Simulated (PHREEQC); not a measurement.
Solution (20 °C and 10 atm): 0.028 mol NaHSO4 and 0.00019 mol KOH per kg of water. Closed to the air; pH follows from the charge balance.

All values are PHREEQC results (ion-association model, phreeqc.dat), not measurements.

This is a speciation only: nothing precipitates in the calculation.

Problem. Predict the pH, specific conductance, ionic strength.

Solution. pH 1.84; specific conductance 7730 µS/cm; ionic strength 0.0604 mol/kgw.

Problem. In which forms is S present?

Solution. SO4-2 58 %, HSO4- 39 %, NaSO4- 3.3 % of the S.
